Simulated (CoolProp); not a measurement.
Saturation properties of nitrogen.

The numbers come from the reference Helmholtz-energy equation of state, Span 2000 in CoolProp.

| T (°C) | p (MPa) | liquid density (kg/m³) | vapour density (kg/m³) | enthalpy of vaporisation (kJ/kg) | vapour viscosity (µPa s) |
|---|---|---|---|---|---|
| -184.05 | 0.3335 | 749.7 | 14.00 | 182.0 | 6.40 |
| -181.45 | 0.4158 | 736.1 | 17.28 | 177.5 | 6.63 |
| -178.85 | 0.5121 | 722.1 | 21.13 | 172.7 | 6.87 |
| -176.25 | 0.6236 | 707.6 | 25.62 | 167.6 | 7.12 |
| -173.65 | 0.7516 | 692.4 | 30.86 | 162.1 | 7.38 |
| -171.15 | 0.8917 | 677.0 | 36.70 | 156.4 | 7.64 |
| -168.55 | 1.056 | 660.2 | 43.77 | 149.9 | 7.93 |
| -165.95 | 1.241 | 642.3 | 52.03 | 142.8 | 8.25 |
| -163.35 | 1.449 | 623.0 | 61.76 | 135.0 | 8.60 |
| -160.75 | 1.680 | 602.0 | 73.32 | 126.2 | 8.99 |
| -158.15 | 1.937 | 578.7 | 87.29 | 116.3 | 9.44 |
| -155.55 | 2.221 | 552.2 | 104.6 | 104.8 | 9.98 |
| -152.95 | 2.536 | 520.7 | 127.1 | 90.86 | 10.7 |

It boils at -195.8 °C under 1 atm.

Viscosity comes from a separate model (Lemmon 2004).
